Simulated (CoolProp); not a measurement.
Vapour-liquid equilibrium of R22 (1) + R115 (2) at 0.0204 MPa; x and y are mole fractions of (1).

Model: multi-fluid Helmholtz-energy mixture model, Kamei 1995 and Lemmon 2016; pair parameters Bell 2016, in CoolProp.

```
x     bubble temperature, mixture model (K)  bubble temperature, Raoult's law (K)  y, mixture model  y, Raoult's law
----  -------------------------------------  ------------------------------------  ----------------  ---------------
0.05                                  201.4                                 203.5             0.159            0.051
0.15                                  199.6                                 203.4             0.303            0.153
0.25                                  199.0                                 203.4             0.367            0.255
0.35                                  198.7                                 203.3             0.407            0.355
0.45                                  198.7                                 203.3             0.443            0.456
0.55                                  198.8                                 203.3             0.486            0.556
0.65                                  199.1                                 203.2             0.542            0.655
0.75                                  199.7                                 203.2             0.622            0.754
0.85                                  200.7                                 203.2             0.736            0.853
0.95                                  202.2                                 203.1             0.897            0.951
```

The largest gap from Raoult's law is -4.6 K in bubble temperature, at x = 0.45. y crosses x between x = 0.35 and 0.45: the model has an azeotrope there.

Pair parameters are fitted to limited data, so mixtures are less certain than the pure fluids.
